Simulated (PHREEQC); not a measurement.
## Sulfide liquor: speciation

Consider water at 78 °C and 500 atm with 0.36 mmol/kgw Na2S, 13 mmol/kgw NaOH and 0.41 mmol/kgw ZnCl2. Closed to the air; pH follows from the charge balance.

The numbers come from PHREEQC with the ion-association model, phreeqc.dat.

No solid was allowed to form.

Problem. Predict the pH, specific conductance.

Solution. pH 10.50; specific conductance 7140 µS/cm.

Problem. In which forms is Zn present?

Solution. Zn(OH)2 46 %, Zn(HS)2 43 %, Zn(OH)3- 7.2 %, ZnOH+ 3.2 % of the Zn.

Species that the database lacks are ignored. Under pressure, the constants of complexes without a molar volume in the database are unreliable. At this temperature some constants are extrapolated from 25 °C, and those without enthalpy data are left unchanged.
